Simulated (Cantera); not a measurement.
A freely propagating, adiabatic, planar premixed flame of 5.68 % CH4, 1.93 % H2, 16.2 % O2, 76.1 % N2, unburnt at 550 K and 0.336 atm; mixture-averaged transport, grid criteria slope 0.08 and curve 0.16, no radiation.

Detailed kinetics in Cantera: GRI-Mech 3.0 (53 species, 325 reactions). Burning velocities carry a grid error of a few per cent, more on coarse grids.

x: mole fraction of selected species; z is measured from the peak of heat release.

| z (mm) | T (K) | u (m/s) | x CH4 | x H2 | x O2 | x CO2 | x N2O | x NO |
|---|---|---|---|---|---|---|---|---|
| -3.46 | 550 | 0.930 | 0.0568 | 0.0192 | 0.163 | 4.23e-8 | <1e-8 | <1e-8 |
| -2.30 | 551 | 0.932 | 0.0568 | 0.0190 | 0.163 | 1.00e-6 | <1e-8 | <1e-8 |
| -1.73 | 555 | 0.939 | 0.0566 | 0.0188 | 0.162 | ___ | <1e-8 | <1e-8 |
| -1.15 | 589 | 0.996 | 0.0549 | 0.0182 | 0.160 | 0.000124 | <1e-8 | 1.74e-8 |
| -0.576 | 840 | 1.43 | 0.0422 | 0.0173 | 0.143 | 0.00223 | <1e-8 | 2.25e-7 |
| -0.288 | 1144 | 1.96 | 0.0249 | 0.0165 | 0.116 | 0.00689 | <1e-8 | 5.97e-7 |
| 0 | ___ | 2.49 | ___ | ___ | ___ | ___ | ___ | ___ |
| 0.288 | 1582 | 2.72 | 0.000638 | 0.00907 | 0.0597 | 0.0254 | 4.52e-8 | 2.28e-6 |
| 0.576 | 1622 | 2.78 | 3.59e-5 | 0.00670 | 0.0521 | 0.0331 | 6.06e-8 | 3.06e-6 |
| 1.15 | 1670 | 2.85 | 1.28e-7 | 0.00587 | 0.0475 | 0.0418 | 7.08e-8 | 4.26e-6 |
| 2.30 | 1731 | 2.94 | <1e-8 | 0.00522 | 0.0447 | 0.0475 | 7.72e-8 | 5.98e-6 |
| 4.61 | 1798 | 3.04 | <1e-8 | 0.00389 | 0.0429 | 0.0502 | 9.04e-8 | 8.15e-6 |
| 9.22 | 1857 | 3.13 | <1e-8 | 0.00240 | 0.0415 | 0.0526 | 1.12e-7 | 1.07e-5 |

Complete the blanks.


- -1.73, x CO2: 7.94e-6
- 0, T (K): 1452
- 0, x CH4: 0.00675
- 0, x H2: 0.0137
- 0, x O2: 0.0807
- 0, x CO2: 0.0155
- 0, x N2O: 2.40e-8
- 0, x NO: 1.33e-6
